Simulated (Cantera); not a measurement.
Input: 1 mol Pb, 0.021 mol O₂, 0.59 mol N₂, 0.14 mol H₂, at 563 Torr.

Method: chemical equilibrium by Gibbs-energy minimisation in Cantera with the NASA 1993 tables (ideal gas, pure condensed phases). Candidate condensed phases: H₂O, Pb, PbO, PbO₂, Pb₃O₄; 27 gas species. Equilibrium is a limit: real reactors are often held back by kinetics, nucleation or transport.

Task: At 775 K, list the 4 most abundant gas species with their mole fractions, and the condensed phases.

Result: N₂ 0.808, H₂ 0.134, H₂O 0.0575, NH₃ 0.000128. Condensed: Pb(l).
